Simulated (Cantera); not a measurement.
An isothermal, constant-pressure homogeneous reactor starts with CH₄ : CO₂ : H₂ = 1 : 1.8 : 0.062 (molar parts), at 1350 K and 0.987 atm. Integrator tolerance rtol = 1e-08.

Detailed kinetics in Cantera: GRI-Mech 3.0 (53 species, 325 reactions).

Problem. What does this change do: temperature 1350 to 2123 K?

Solution. 
| quantity | before | after |
|---|---|---|
| x(CH₄) at 2.00 s | 0.315 (gas-phase equilibrium 6.37e-6) | 2.43e-9 (gas-phase equilibrium 2.72e-9) |
| x(CO₂) at 2.00 s | 0.600 (gas-phase equilibrium 0.0718) | 0.0428 (gas-phase equilibrium 0.0428) |
| x(H₂) at 2.00 s | 0.0439 (gas-phase equilibrium 0.331) | 0.301 (gas-phase equilibrium 0.301) |
| x(CH₂CO) at 2.00 s | 5.44e-7 (gas-phase equilibrium 4.79e-11) | 2.75e-12 (gas-phase equilibrium 3.07e-12) |
| x(OH) at 2.00 s | 1.70e-9 (gas-phase equilibrium 6.28e-9) | 9.88e-5 (gas-phase equilibrium 9.88e-5) |
| x(HO₂) at 2.00 s | <1e-12 (gas-phase equilibrium <1e-12) | 7.58e-11 (gas-phase equilibrium 7.58e-11) |
| x(H₂O) at 2.00 s | 0.0139 (gas-phase equilibrium 0.0927) | 0.121 (gas-phase equilibrium 0.121) |

Problem. What does this change do: temperature 1350 to 1650 K?

Solution. 
```
quantity                                              before                                     after
------------------  ----------------------------------------  ----------------------------------------
x(CH₄) at 2.00 s       0.315 (gas-phase equilibrium 6.37e-6)   0.00996 (gas-phase equilibrium 1.26e-7)
x(CO₂) at 2.00 s        0.600 (gas-phase equilibrium 0.0718)     0.0798 (gas-phase equilibrium 0.0558)
x(H₂) at 2.00 s         0.0439 (gas-phase equilibrium 0.331)       0.268 (gas-phase equilibrium 0.315)
x(CH₂CO) at 2.00 s  5.44e-7 (gas-phase equilibrium 4.79e-11)  8.00e-6 (gas-phase equilibrium 1.16e-11)
x(OH) at 2.00 s      1.70e-9 (gas-phase equilibrium 6.28e-9)   1.14e-6 (gas-phase equilibrium 7.99e-7)
x(HO₂) at 2.00 s       <1e-12 (gas-phase equilibrium <1e-12)     <1e-12 (gas-phase equilibrium <1e-12)
x(H₂O) at 2.00 s       0.0139 (gas-phase equilibrium 0.0927)       0.142 (gas-phase equilibrium 0.109)
```
